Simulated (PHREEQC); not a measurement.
Model water analysis in mg/kgw, 25 °C, pH 6.65, pe 9.8:

| constituent | mg/kgw |
|---|---|
| Na | 2490 |
| K | 64.2 |
| Ca | 134 |
| Mg | 605 |
| Cl | 4660 |
| S(6) as SO4 | 1060 |
| Alkalinity as HCO3 | 433 |
| B | 1.57 |
| Cd | 5 |
| O(0) (dissolved oxygen) | 3.82 |
| Si as SiO2 | 90.1 |
| N(5) as NO3 | 112 |

Valence states are taken as typed.

Equilibrium calculation in PHREEQC: ion-association model, wateq4f.dat.

No solid was allowed to form.

Order these Ca species by the share of Ca that they hold, largest first: Ca+2, CaHCO3+, CaSO4.

Ca+2 (87 %), CaSO4 (11 %), CaHCO3+ (2.2 %)

The pH is 6.65 and the ionic strength 0.186 mol/kgw. Examples of supersaturated solids here: Otavite, Quartz (slow to form). Others may be too.
